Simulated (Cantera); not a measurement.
Source: NASA polynomial tables (part measured, part estimated), evaluated in Cantera. Values are per mole of reaction as written; species without (g) are pure solids or liquids, kept so even where they would boil at 1 bar.

Problem. Between 300 and 1350 K, where is each reaction favourable under standard conditions?
- 2 Cu + Cl2(g) → 0.6667 Cu3Cl3(g)
- Sr + Cl2(g) → SrCl2
- Mg + Cl2(g) → MgCl2(g)

Solution. 
- 2 Cu + Cl2(g) → 0.6667 Cu3Cl3(g): ΔG° is -171 kJ at 300 K and -166 kJ at 1350 K; it stays negative (K > 1). ΔH° is -178 kJ and ΔS° -9 J/K at 1350 K.
- Sr + Cl2(g) → SrCl2: ΔG° is -780 kJ at 300 K and -630 kJ at 1350 K; it stays negative (K > 1). ΔH° is -787 kJ and ΔS° -117 J/K at 1350 K.
- Mg + Cl2(g) → MgCl2(g): ΔG° is -399 kJ at 300 K and -414 kJ at 1350 K; it stays negative (K > 1). ΔH° is -408 kJ and ΔS° 4 J/K at 1350 K.
